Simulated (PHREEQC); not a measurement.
A solution holds 0.0028 mol/kgw KOH, 9.8e-05 mol/kgw KNO3 and 4.5e-07 mol/kgw CO2, at 25 °C. Closed to the air; pH follows from the charge balance.

The numbers come from PHREEQC with the ion-association model, wateq4f.dat.

Precipitation was switched off in this run.

Problem. What pH does the model give?

Solution. pH 11.42.

Problem. In which forms is C present?

Solution. CO3-2 94 %, HCO3- 6.4 % of the C.

Complexes and solids missing from the database can't appear.
